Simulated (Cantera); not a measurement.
A closed system holds: 1 mol B₂O₃, 0.52 mol NF₃, 0.6 mol N₂, at 848 K and 4.90 Pa.

Method: chemical equilibrium by Gibbs-energy minimisation in Cantera with the NASA 1993 tables (ideal gas, pure condensed phases). Candidate condensed phases: B, BN, B₂O₃; 31 gas species. The numbers say what is thermodynamically allowed, not how fast it happens.

Base state: N₂ 0.486, BF₃ 0.272, O₂ 0.220, B₃O₃F₃ 0.0215, BOF 0.000398 (mole fractions); condensed: B₂O₃(l).

Task: What changes in the equilibrium state with this change: temperature from 848 K to 1575 K?

Result: 
```csv
species,before,after
BOF,0.000398,0.514
N₂,0.486,0.283
O₂,0.220,0.126
BF₃,0.272,2.01e-6
B₂O₃,<1e-9,0.0688
B₃O₃F₃,0.0215,1.11e-8
BO₂,<1e-9,0.00737
O,<1e-9,0.000543
NO,3.51e-6,0.000805
"B₂O₃(l), mol",0.702,0
```
